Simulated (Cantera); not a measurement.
A closed system holds: 1 mol MgO, 0.023 mol C, 0.087 mol H₂, equilibrated at 3048 K and 0.290 bar.

These are equilibrium values from Cantera (NASA tables, ideal gas, pure condensed phases), not measurements of a reactor. The tables' values for MgH are old estimates; treat these amounts as uncertain. Rates play no part.

```csv
species,before,after
Mg,0.413,0.401
H₂O,0.135,0.161
H,0.0882,0.0948
CO,0.0606,0.0265
CO₂,0.0162,0.00730
H₂,0.0677,0.0782
OH,0.0608,0.0674
MgOH,0.0219,0.0236
O₂,0.0381,0.0405
O,0.0482,0.0498
MgO,0.0470,0.0470
Mg(OH)₂,0.00121,0.00144
HO₂,1.10e-5,1.26e-5
MgH,0.00138,0.00144
"MgO(s), mol",0.855,0.877
```
Gas species are given as mole fractions.

Problem. What was changed between the two runs?
(A) temperature from 3048 K to 1900 K
(B) temperature from 3048 K to 2250 K
(C) temperature from 3048 K to 2475 K
(D) C from 0.023 to 0.0088 mol

Solution. D, C from 0.023 to 0.0088 mol
